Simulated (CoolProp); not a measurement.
Hydrogen chloride along the isotherm 355.6 K: fugacity coefficient from the reference equation and from simpler models built on Tc = 324.7 K, pc = 8314 kPa, ω = 0.130; each cubic takes its own stable root.

Values from CoolProp's reference Helmholtz-energy equation of state, Thol 2018.

```tsv
p (kPa)	phase	reference
3460	gas	0.8865
6930	gas	0.7804
10400	supercritical	0.6803
13900	supercritical	0.5843
17300	supercritical	0.5082
20800	supercritical	0.4524
24200	supercritical	0.4132
27700	supercritical	0.3830
31200	supercritical	0.3599
34600	supercritical	0.3424
38100	supercritical	0.3280
41600	supercritical	0.3166
```

Question: How far does each simpler model (van der Waals, Redlich-Kwong, Peng-Robinson) lie from the reference over these 12 states: mean and median of the absolute difference, and the worst?

Answer: 
- van der Waals: mean 10.1 %, median 8.6 %, worst +22.7 % at 355.6 K and 41600 kPa
- Redlich-Kwong: mean 5.9 %, median 5.9 %, worst +11.7 % at 355.6 K and 41600 kPa
- Peng-Robinson: mean 2.3 %, median 2.2 %, worst +4.9 % at 355.6 K and 41600 kPa
